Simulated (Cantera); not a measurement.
Low-pressure radical oxidation in H2/O2

An isothermal, constant-pressure homogeneous reactor starts with H2 : O2 : N2 = 0.02 : 1 : 3.6 (molar parts), equivalence ratio 0.010, at 1223 K and 0.00168 atm.

Detailed kinetics in Cantera: GRI-Mech 3.0 (53 species, 325 reactions). Radical loss at walls, strong at low pressure, is not modelled.

```csv
t (s),x H2,x O2,x NO,x O,x N2O,x H2O,x HO2
3.00e-6,0.00433,0.216,<1e-12,<1e-12,<1e-12,<1e-12,<1e-12
1.08e-5,0.00433,0.216,<1e-12,<1e-12,<1e-12,<1e-12,1.82e-12
3.90e-5,0.00433,0.216,<1e-12,<1e-12,<1e-12,<1e-12,6.55e-12
0.000140,0.00433,0.216,<1e-12,1.18e-12,<1e-12,<1e-12,2.36e-11
0.000506,0.00433,0.216,<1e-12,1.40e-11,<1e-12,<1e-12,8.51e-11
0.00182,0.00433,0.216,<1e-12,1.39e-10,<1e-12,1.56e-11,3.07e-10
0.00658,0.00433,0.216,<1e-12,1.10e-9,<1e-12,4.27e-10,1.11e-9
0.0237,0.00433,0.216,<1e-12,1.43e-8,<1e-12,1.34e-8,3.98e-9
0.0854,0.00431,0.216,<1e-12,8.79e-6,<1e-12,1.06e-5,1.70e-8
0.308,3.66e-5,0.213,7.14e-10,0.00356,5.41e-10,0.00394,4.22e-8
1.11,3.28e-5,0.213,4.15e-9,0.00348,1.79e-9,0.00396,4.11e-8
4.00,2.99e-5,0.213,1.55e-8,0.00315,2.14e-9,0.00399,3.97e-8
```
x: mole fraction; the columns are a selection and need not sum to one.

Equilibrium at this temperature and pressure: H2 4.64e-9, O2 0.215, NO 0.000235, O 4.57e-7, N2O 6.67e-10, H2O 0.00434, HO2 7.41e-10 (gas phase only).
